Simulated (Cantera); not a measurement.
Charge: 1 mol Si₃N₄, 0.99 mol CO₂, 32 mol H₂, equilibrated at 100000 Pa.

Equilibrium computed with Cantera from the NASA thermochemical tables; the gas is ideal and each condensed phase is pure. Candidate condensed phases: C, C₆H₆, C₇H₈, C₈H₁₈, H₂O, Si, SiC, SiO₂, Si₂N₂O, Si₃N₄; 151 gas species. Mutual solubility and eutectic melting of coexisting phases are not modelled. Rates play no part.

At 1550 °C, list the 5 most abundant gas species with their mole fractions, and the condensed phases.

H₂ 0.957, N₂ 0.0213, CO 0.0185, SiO 0.00230, H 0.000424. Condensed: SiC(s) + Si₂N₂O(s).
